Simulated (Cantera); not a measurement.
An adiabatic, constant-volume homogeneous reactor starts with CO : H2 : CH4 : O2 : N2 = 1 : 0.17 : 0.11 : 0.447 : 1.68 (molar parts), at 1323 K and 45000 Pa. Integrator tolerance rtol = 1e-08.

Cantera simulation using GRI-Mech 3.0 (53 species, 325 reactions); the numbers are that mechanism's predictions, not measurements.

Problem. What does this change do: initial temperature 1323 to 1300 K?

Solution. 
```tsv
quantity	before	after
time of steepest temperature rise	0.312 ms	0.356 ms
temperature at 0.300 s	2826 K	2821 K
equilibrium temperature	2826 K	2821 K
x(CO) at 0.300 s	0.224 (gas-phase equilibrium 0.224)	0.223 (gas-phase equilibrium 0.223)
x(H2) at 0.300 s	0.0227 (gas-phase equilibrium 0.0227)	0.0227 (gas-phase equilibrium 0.0227)
x(CH4) at 0.300 s	<1e-12 (gas-phase equilibrium <1e-12)	<1e-12 (gas-phase equilibrium <1e-12)
x(CH2CO) at 0.300 s	<1e-12 (gas-phase equilibrium <1e-12)	<1e-12 (gas-phase equilibrium <1e-12)
x(H) at 0.300 s	0.0141 (gas-phase equilibrium 0.0141)	0.0138 (gas-phase equilibrium 0.0138)
x(CH2) at 0.300 s	<1e-12 (gas-phase equilibrium <1e-12)	<1e-12 (gas-phase equilibrium <1e-12)
```

Problem. What does this change do: pressure from 45000 Pa to 20000 Pa?

Solution. 
```json
[
 {"quantity": "time of steepest temperature rise", "before": "0.312 ms", "after": "0.638 ms"},
 {"quantity": "temperature at 0.300 s", "before": "2826 K", "after": "2756 K"},
 {"quantity": "equilibrium temperature", "before": "2826 K", "after": "2756 K"},
 {"quantity": "x(CO) at 0.300 s", "before": "0.224 (gas-phase equilibrium 0.224)", "after": "0.225 (gas-phase equilibrium 0.225)"},
 {"quantity": "x(H2) at 0.300 s", "before": "0.0227 (gas-phase equilibrium 0.0227)", "after": "0.0233 (gas-phase equilibrium 0.0233)"},
 {"quantity": "x(CH4) at 0.300 s", "before": "<1e-12 (gas-phase equilibrium <1e-12)", "after": "<1e-12 (gas-phase equilibrium <1e-12)"},
 {"quantity": "x(CH2CO) at 0.300 s", "before": "<1e-12 (gas-phase equilibrium <1e-12)", "after": "<1e-12 (gas-phase equilibrium <1e-12)"},
 {"quantity": "x(H) at 0.300 s", "before": "0.0141 (gas-phase equilibrium 0.0141)", "after": "0.0169 (gas-phase equilibrium 0.0169)"},
 {"quantity": "x(CH2) at 0.300 s", "before": "<1e-12 (gas-phase equilibrium <1e-12)", "after": "<1e-12 (gas-phase equilibrium <1e-12)"}
]
```
